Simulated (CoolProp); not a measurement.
Ammonia at 350.32 K and 5.88 MPa flows at 0.31 m/s in a round tube of 20 mm bore and 0.25 µm roughness, fully developed (64/Re and Nu = 3.66 if laminar; Colebrook and Gnielinski if turbulent). Each further row changes one setting.

Values from CoolProp's reference Helmholtz-energy equation of state, Gao 2020.

```csv
case,Reynolds number,Darcy friction factor,pressure drop (Pa/m),heat-transfer coefficient (W/(m² K)),mass flow (kg/h)
as stated,?,?,?,2130,181
velocity 0.62 m/s,78100,0.0190,94.3,?,362
diameter 40 mm,78100,0.0190,11.8,1860,724
```

### Question
Complete the blanks.

### Answer

- as stated, Reynolds number: 39100
- as stated, Darcy friction factor: 0.0221
- as stated, pressure drop (Pa/m): 27.5
- velocity 0.62 m/s, heat-transfer coefficient (W/(m² K)): 3730

Viscosity comes from a separate model (Fenghour 1995). Thermal conductivity comes from a separate model (Tufeu 1984).
